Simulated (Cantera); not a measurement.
## Equilibrium for silicon oxide and oxynitride deposition: SiH2Cl2 + O2

Input: 1 mol SiH2Cl2, 0.65 mol O2, at 702 °C.

Cantera equilibrium calculation (NASA polynomials, part measured and part estimated; ideal gas, pure solids and liquids). Candidate condensed phases: H2O, Si, SiO2; 30 gas species. The tables' values for SiCl3 are old estimates; treat these amounts as uncertain. Equilibrium is a limit: real reactors are often held back by kinetics, nucleation or transport.

```
P (Pa)   x H2  x HCl  x SiCl4   x SiCl3   x SiCl2  x SiHCl3  x SiH2Cl2  n SiO2(β-quartz)
------  -----  -----  -------  --------  --------  --------  ---------  ----------------
5       0.418  0.371    0.205   0.00361   0.00180   0.00132    8.89e-7             0.650
26      0.421  0.367    0.209   0.00164  0.000363   0.00137    9.40e-7             0.650
140     0.422  0.366    0.210  0.000713   6.85e-5   0.00139    9.57e-7             0.650
710     0.423  0.365    0.210  0.000318   1.36e-5   0.00139    9.63e-7             0.650
3700    0.423  0.365    0.211  0.000139   2.61e-6   0.00139    9.66e-7             0.650
19000   0.423  0.365    0.211   6.16e-5   5.09e-7   0.00139    9.67e-7             0.650
100000  0.423  0.365    0.211   2.68e-5   9.68e-8   0.00140    9.67e-7             0.650
```
x: gas mole fraction; n: condensed amount in mol.

From 5.00e-5 bar to 1.00 bar the condensed part is SiO2(β-quartz). The main Si-bearing gas is SiCl4 throughout.
